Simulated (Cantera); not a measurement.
An isothermal, constant-pressure homogeneous reactor starts with C₂H₆ : N₂ = 5.1 : 1.7 (molar parts), at 1048 K and 0.132 atm.

Computed with Cantera and GRI-Mech 3.0 (53 species, 325 reactions). GRI-Mech 3.0 stops at C3 and has no aromatics, soot or wall deposition, so with more carbon than oxygen in the feed, carbon stays in small species such as C2H2 where larger ones or solid carbon would form.

x: mole fraction; the columns are a selection and need not sum to one.

```csv
t (s),x C₂H₆,x C₂H₄,x HCN,x C₂H,x CH₃,x C₂H₂,x H₂
4.00e-6,0.750,5.04e-12,<1e-12,<1e-12,…,<1e-12,1.03e-11
1.32e-5,0.750,1.73e-10,<1e-12,<1e-12,…,<1e-12,1.79e-10
4.35e-5,0.750,5.76e-9,<1e-12,<1e-12,…,<1e-12,5.65e-9
0.000143,0.750,1.70e-7,<1e-12,<1e-12,…,<1e-12,1.69e-7
0.000473,0.750,3.76e-6,<1e-12,<1e-12,8.49e-7,1.07e-12,3.75e-6
0.00156,0.750,5.60e-5,<1e-12,<1e-12,8.97e-7,2.14e-10,5.59e-5
0.00514,0.749,0.000655,<1e-12,<1e-12,…,2.90e-8,0.000651
0.0169,0.739,0.00597,<1e-12,<1e-12,…,2.41e-6,0.00588
0.0558,0.697,0.0296,<1e-12,<1e-12,…,4.86e-5,0.0290
0.184,0.578,0.0962,<1e-12,<1e-12,…,0.000356,0.0945
0.607,0.334,0.231,<1e-12,<1e-12,…,0.00161,0.227
2.00,0.0906,0.360,<1e-12,<1e-12,…,0.00553,0.356
```

Question: What belongs in the gaps?

Answer: 
- 4.00e-6, x CH₃: 2.86e-8
- 1.32e-5, x CH₃: 9.08e-8
- 4.35e-5, x CH₃: 2.65e-7
- 0.000143, x CH₃: 6.06e-7
- 0.00514, x CH₃: 1.32e-6
- 0.0169, x CH₃: 3.28e-6
- 0.0558, x CH₃: 3.72e-6
- 0.184, x CH₃: 3.33e-6
- 0.607, x CH₃: 2.49e-6
- 2.00, x CH₃: 1.36e-6
